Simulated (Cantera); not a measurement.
What does this Cantera script print?

```python
import numpy as np
import cantera as ct

gas = ct.Solution("h2o2.yaml")
gas.TPX = 1100, 13332, {'H2': 0.57, 'O2': 1, 'N2': 4.6}
reactor = ct.IdealGasConstPressureReactor(gas, energy="off", clone=False)
net = ct.ReactorNet([reactor])
net.rtol, net.atol = 1e-08, 1e-18
show = ['H2', 'O2', 'H2O2', 'H', 'O', 'OH']
times = np.geomspace(3e-05, 7, 11)

steps = ct.SolutionArray(gas, extra=["t"])
rows = []
print(f"{'t/s':>10s}{'T/K':>9s}{'P/Pa':>11s}" + "".join(f"{s:>11s}" for s in show))
for t in times:
    while net.time < t:
        t_next = net.step()
        steps.append(gas.state, t=t_next)
    rows.append([np.interp(t, steps.t, y) for y in (steps.T, steps.P, *steps(*show).X.T)])
    print(f"{t:10.3e}{rows[-1][0]:9.1f}{rows[-1][1]:11.4g}" + "".join(f"{x:11.3e}" for x in rows[-1][2:]))
rate = np.gradient(steps.T, steps.t)
print("integrator steps:", len(steps.t))
if steps.T.max() > steps.T[0] + 200:
    print(f"time of steepest temperature rise: {steps.t[rate.argmax()]:.4e} s")
gas.TPX = 1100, 13332, {'H2': 0.57, 'O2': 1, 'N2': 4.6}
gas.equilibrate("TP")
print(f"equilibrium (TP): T = {gas.T:.1f} K  " + "  ".join(f"{s} {gas[s].X[0]:.3e}" for s in show))
```

It prints:

```
       t/s      T/K       P/Pa         H2         O2       H2O2          H          O         OH
 3.000e-05   1100.0  1.333e+04  9.238e-02  1.621e-01  2.306e-13  5.714e-10  1.232e-10  6.667e-11
 1.033e-04   1100.0  1.333e+04  9.238e-02  1.621e-01  2.901e-12  5.829e-09  1.789e-09  8.446e-10
 3.554e-04   1100.0  1.333e+04  9.237e-02  1.621e-01  2.941e-10  3.831e-06  1.218e-06  5.684e-07
 1.223e-03   1100.0  1.333e+04  5.309e-03  1.215e-01  9.771e-07  1.503e-02  7.376e-03  2.198e-03
 4.210e-03   1100.0  1.333e+04  3.574e-04  1.213e-01  9.051e-07  1.485e-04  3.966e-04  4.033e-04
 1.449e-02   1100.0  1.333e+04  2.343e-05  1.215e-01  2.781e-07  2.136e-06  2.386e-05  9.546e-05
 4.988e-02   1100.0  1.333e+04  1.917e-06  1.215e-01  6.660e-08  8.195e-08  2.750e-06  3.310e-05
 1.717e-01   1100.0  1.333e+04  2.451e-07  1.215e-01  1.664e-08  6.134e-09  4.978e-07  1.408e-05
 5.909e-01   1100.0  1.333e+04  4.918e-08  1.215e-01  4.529e-09  6.823e-10  1.161e-07  6.776e-06
 2.034e+00   1100.0  1.333e+04  1.218e-08  1.215e-01  1.296e-09  9.206e-11  3.061e-08  3.471e-06
 7.000e+00   1100.0  1.333e+04  3.418e-09  1.215e-01  3.894e-10  1.427e-11  8.781e-09  1.857e-06
integrator steps: 1895
equilibrium (TP): T = 1100.0 K  H2 1.009e-09  O2 1.215e-01  H2O2 1.114e-10  H 2.265e-12  O 2.398e-09  OH 9.689e-07
```

Cantera simulation using the H2/O2 subset of GRI-Mech 3.0, which has no nitrogen chemistry; the numbers are that mechanism's predictions, not measurements. The temperature is held fixed by assumption; the heat of reaction is taken as removed at once.
